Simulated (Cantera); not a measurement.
A closed system holds: 1 mol CH₃Cl, 1.4 mol H₂, held at 1600 Pa.

These are equilibrium values from Cantera (NASA tables, ideal gas, pure condensed phases), not measurements of a reactor. Candidate condensed phases: C, C₆H₆, C₇H₈, C₈H₁₈; 91 gas species. Equilibrium is a limit: real reactors are often held back by kinetics, nucleation or transport.

### Question
Which condensed phases are stable at each of these points (T (K)): 1900, 2100, 2300, 2500, 2700, 2900, 3100, 3300, 3500?

### Answer
```json
[
 {"T (K)": "1900", "condensed phases": "C(graphite)", "C condensed (%)": "99.8"},
 {"T (K)": "2100", "condensed phases": "C(graphite)", "C condensed (%)": "99.3"},
 {"T (K)": "2300", "condensed phases": "C(graphite)", "C condensed (%)": "98.0"},
 {"T (K)": "2500", "condensed phases": "C(graphite)", "C condensed (%)": "95.1"},
 {"T (K)": "2700", "condensed phases": "C(graphite)", "C condensed (%)": "89.4"},
 {"T (K)": "2900", "condensed phases": "C(graphite)", "C condensed (%)": "72.2"},
 {"T (K)": "3100", "condensed phases": "gas only", "C condensed (%)": "0.0"},
 {"T (K)": "3300", "condensed phases": "gas only", "C condensed (%)": "0.0"},
 {"T (K)": "3500", "condensed phases": "gas only", "C condensed (%)": "0.0"}
]
```

From 1900 K to 2900 K the condensed part is C(graphite). From 3100 K to 3500 K nothing is condensed.
